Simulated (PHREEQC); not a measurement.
1 kg of water holding 0.59 mol NaCl, 0.0032 mol Na2CO3 and 0.34 mol Na2SO4 is evaporated at 25 °C; the solids stay in contact with the brine. CO2 is held at log p = -3.4 (atm). Only these solids could form: Burkeite, Halite, Mirabilite, Nahcolite, Natron, Thenardite, Trona.

The series has 20 steps of water left (kg), from 1 to 0.02407.

All values are PHREEQC results (Pitzer model, pitzer.dat), not measurements.

### Question
Which solids form, in which order, and at which step of the series does each first stand?

### Answer
Mirabilite from water left = 0.1994 kg (pH 8.84), last present at water left = 0.1994 kg; Thenardite from water left = 0.1711 kg (pH 8.86); Halite from water left = 0.09501 kg (pH 9.00).

Complexes and solids missing from the database can't appear.
